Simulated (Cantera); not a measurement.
Input (Python, Cantera):

```python
import numpy as np
import cantera as ct

gas = ct.Solution("h2o2.yaml")
gas.TPX = 1325, 100000, {'H2': 1, 'O2': 0.893, 'N2': 3.36}
reactor = ct.IdealGasConstPressureReactor(gas, energy="on", clone=False)
net = ct.ReactorNet([reactor])
net.rtol, net.atol = 1e-08, 1e-16
show = ['H2', 'O2', 'H2O2', 'OH', 'O', 'H']
times = np.geomspace(2e-06, 2, 11)

steps = ct.SolutionArray(gas, extra=["t"])
rows = []
print(f"{'t/s':>10s}{'T/K':>9s}{'P/Pa':>11s}" + "".join(f"{s:>11s}" for s in show))
for t in times:
    while net.time < t:
        t_next = net.step()
        steps.append(gas.state, t=t_next)
    rows.append([np.interp(t, steps.t, y) for y in (steps.T, steps.P, *steps(*show).X.T)])
    print(f"{t:10.3e}{rows[-1][0]:9.1f}{rows[-1][1]:11.4g}" + "".join(f"{x:11.3e}" for x in rows[-1][2:]))
rate = np.gradient(steps.T, steps.t)
print("integrator steps:", len(steps.t))
if steps.T.max() > steps.T[0] + 200:
    print(f"time of steepest temperature rise: {steps.t[rate.argmax()]:.4e} s")
gas.TPX = 1325, 100000, {'H2': 1, 'O2': 0.893, 'N2': 3.36}
gas.equilibrate("HP")
print(f"equilibrium (HP): T = {gas.T:.1f} K  " + "  ".join(f"{s} {gas[s].X[0]:.3e}" for s in show))
```

Result:

```
       t/s      T/K       P/Pa         H2         O2       H2O2         OH          O          H
 2.000e-06   1325.0      1e+05  1.904e-01  1.700e-01  1.208e-10  7.145e-09  1.029e-08  5.303e-08
 7.962e-06   1325.0      1e+05  1.904e-01  1.700e-01  2.749e-09  3.984e-07  5.915e-07  2.649e-06
 3.170e-05   1730.5      1e+05  2.363e-02  8.200e-02  1.557e-06  1.730e-02  3.049e-02  5.153e-02
 1.262e-04   2369.9      1e+05  1.051e-02  7.698e-02  2.614e-07  2.251e-02  1.074e-02  7.409e-03
 5.024e-04   2520.5      1e+05  4.653e-03  7.812e-02  3.975e-07  1.693e-02  4.566e-03  1.916e-03
 2.000e-03   2521.5      1e+05  4.612e-03  7.813e-02  4.006e-07  1.687e-02  4.525e-03  1.889e-03
 7.962e-03   2521.5      1e+05  4.612e-03  7.813e-02  4.006e-07  1.687e-02  4.525e-03  1.889e-03
 3.170e-02   2521.5      1e+05  4.612e-03  7.813e-02  4.006e-07  1.687e-02  4.525e-03  1.889e-03
 1.262e-01   2521.5      1e+05  4.612e-03  7.813e-02  4.006e-07  1.687e-02  4.525e-03  1.889e-03
 5.024e-01   2521.5      1e+05  4.612e-03  7.813e-02  4.006e-07  1.687e-02  4.525e-03  1.889e-03
 2.000e+00   2521.5      1e+05  4.612e-03  7.813e-02  4.006e-07  1.687e-02  4.525e-03  1.889e-03
integrator steps: 1150
time of steepest temperature rise: 2.6075e-05 s
equilibrium (HP): T = 2521.5 K  H2 4.612e-03  O2 7.813e-02  H2O2 4.006e-07  OH 1.687e-02  O 4.525e-03  H 1.889e-03
```

Computed with Cantera and the H2/O2 subset of GRI-Mech 3.0, which has no nitrogen chemistry.
